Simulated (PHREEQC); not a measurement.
1 kg of water holding 0.044 mol/kgw K2SO4, 0.016 mol/kgw KHCO3, 0.25 mol/kgw KCl and 0.011 mol/kgw K2CO3 is evaporated at 20 °C; the solids stay in contact with the brine. CO2 is held at log p = -3.4 (atm). Solids allowed: Arcanite, Kalicinite, Misenite, Sylvite. Others were left out.

The series has 28 steps of water left (kg), from 0.9999 to 0.005118.

Equilibrium calculation in PHREEQC: Pitzer model, pitzer.dat.

Question: Which solids form, in which order, and at which step of the series does each first stand?

Answer: Arcanite from water left = 0.1712 kg (pH 9.74); Sylvite from water left = 0.05285 kg (pH 10.00).

Complexes and solids missing from the database can't appear.
